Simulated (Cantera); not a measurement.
An isothermal plug-flow reactor at 823 K and 5.00 bar (inlet), inlet velocity 0.75 m/s, active area per volume 170 1/m; feed 1.81 % CO, 15.1 % O₂, 83.1 % N₂.

Detailed kinetics in Cantera: Deutschmann's 1995 Pt surface mechanism with GRI-Mech 3.0 gas chemistry. Catalytic surfaces can have several steady states; this one follows from the mechanism file's or the stated starting coverage. Mass transfer to the wall is taken as infinitely fast.

x: gas mole fraction; θ: surface coverage.

```json
[
 {"z (m)": "0.00062", "x CO": "0.0136", "x O₂": "0.149", "x H₂O": "<1e-12", "x CO₂": "0.00462", "θ free Pt": "0.128", "θ O*": "0.0667", "θ CO*": "0.805"},
 {"z (m)": "0.001", "x CO": "?", "x O₂": "0.147", "x H₂O": "<1e-12", "x CO₂": "?", "θ free Pt": "?", "θ O*": "0.878", "θ CO*": "?"},
 {"z (m)": "0.0017", "x CO": "?", "x O₂": "0.146", "x H₂O": "<1e-12", "x CO₂": "0.0115", "θ free Pt": "?", "θ O*": "0.949", "θ CO*": "?"},
 {"z (m)": "0.0029", "x CO": "0.00587", "x O₂": "0.146", "x H₂O": "<1e-12", "x CO₂": "0.0124", "θ free Pt": "0.0366", "θ O*": "0.960", "θ CO*": "0.00329"},
 {"z (m)": "0.0048", "x CO": "0.00500", "x O₂": "0.145", "x H₂O": "<1e-12", "x CO₂": "0.0133", "θ free Pt": "0.0319", "θ O*": "0.966", "θ CO*": "0.00211"},
 {"z (m)": "0.008", "x CO": "0.00404", "x O₂": "0.145", "x H₂O": "<1e-12", "x CO₂": "0.0142", "θ free Pt": "0.0285", "θ O*": "0.970", "θ CO*": "0.00136"},
 {"z (m)": "0.013", "x CO": "0.00309", "x O₂": "0.145", "x H₂O": "<1e-12", "x CO₂": "0.0152", "θ free Pt": "0.0260", "θ O*": "0.973", "θ CO*": "0.000860"},
 {"z (m)": "0.022", "x CO": "0.00205", "x O₂": "0.144", "x H₂O": "<1e-12", "x CO₂": "0.0162", "θ free Pt": "0.0239", "θ O*": "0.976", "θ CO*": "0.000484"},
 {"z (m)": "0.037", "x CO": "0.00114", "x O₂": "0.144", "x H₂O": "<1e-12", "x CO₂": "0.0171", "θ free Pt": "0.0225", "θ O*": "0.977", "θ CO*": "0.000236"},
 {"z (m)": "0.062", "x CO": "0.000467", "x O₂": "0.143", "x H₂O": "<1e-12", "x CO₂": "0.0178", "θ free Pt": "0.0216", "θ O*": "0.978", "θ CO*": "8.94e-5"}
]
```

Question: Fill in the missing entries.

Answer: 
- 0.001, x CO: 0.00792
- 0.001, x CO₂: 0.0103
- 0.001, θ free Pt: 0.0916
- 0.001, θ CO*: 0.0303
- 0.0017, x CO: 0.00675
- 0.0017, θ free Pt: 0.0449
- 0.0017, θ CO*: 0.00576
